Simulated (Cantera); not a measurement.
Charge: 1 mol TiO₂, 0.9 mol MgO, 8.6 mol O₂, held at 873 K and 7.50 Torr.

Cantera equilibrium calculation (NASA polynomials, part measured and part estimated; ideal gas, pure solids and liquids). Candidate condensed phases: Mg, MgO, MgTiO₃, MgTi₂O₅, Mg₂TiO₄, Ti, TiO, TiO₂, Ti₂O₃, Ti₃O₅, Ti₄O₇; 9 gas species. Condensed phases not in the tables: alloys, solid solutions and most ternary compounds. Equilibrium is a limit: real reactors are often held back by kinetics, nucleation or transport.

Base state: O₂ 1.00 (mole fractions); condensed: MgTiO₃(s) + MgTi₂O₅(s).

Question: What changes in the equilibrium state with this change: temperature from 873 K to 1998 K?

Answer: 
| species | before | after |
|---|---|---|
| O₂ | 1.00 | 0.993 |
| O | <1e-9 | 0.00657 |
| TiO₂ | <1e-9 | 1.01e-5 |
| MgTiO₃(s), mol | 0.800 | 0 |
| MgTi₂O₅(s), mol | 0.100 | 0 |
| MgTi₂O₅(l), mol | 0 | 0.367 |
| Mg₂TiO₄(s), mol | 0 | 0.267 |
Mutual solubility and eutectic melting of coexisting phases are not modelled.

Question: What changes in the equilibrium state with this change: TiO₂ replaced by SiO₂?

Answer: 
```csv
species,before,after
O₂,1.00,1.00
"MgTiO₃(s), mol",0.800,0
"MgTi₂O₅(s), mol",0.100,0
"MgSiO₃(s), mol",0,0.900
"SiO₂(β-quartz), mol",0,0.100
```
Further candidate phases: MgSiO₃, Mg₂SiO₄, Si, SiO₂.
